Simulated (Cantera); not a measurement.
Input: 1 mol V2O5, 87 mol H2, 38 mol N2, at 2150 K and 0.100 bar.

Method: chemical equilibrium by Gibbs-energy minimisation in Cantera with the NASA 1993 tables (ideal gas, pure condensed phases). Candidate condensed phases: H2O, V, VN, VO, V2O3, V2O4, V2O5; 28 gas species. VO: taken at fixed stoichiometry. Rates play no part.

Base state: H2 0.663, N2 0.302, H2O 0.0230, H 0.0109, VO2 0.000755, VO 0.000146, OH 4.87e-5 (mole fractions); condensed: VO(l).

Task: What changes in the equilibrium state with this change: temperature from 2150 K to 1950 K?

Result: 
```
species         before    after
------------  --------  -------
H2               0.663    0.677
N2               0.302    0.304
H2O             0.0230   0.0169
H               0.0109  0.00298
VO2           0.000755  5.98e-5
VO            0.000146  8.77e-6
OH             4.87e-5  6.75e-6
VO(l), mol        1.89        0
VO(s), mol           0    0.232
V2O3(s), mol         0    0.880
```
Mutual solubility and eutectic melting of coexisting phases are not modelled. Condensed phases not in the tables: the oxides between V2O3 and V2O5 other than VO2.
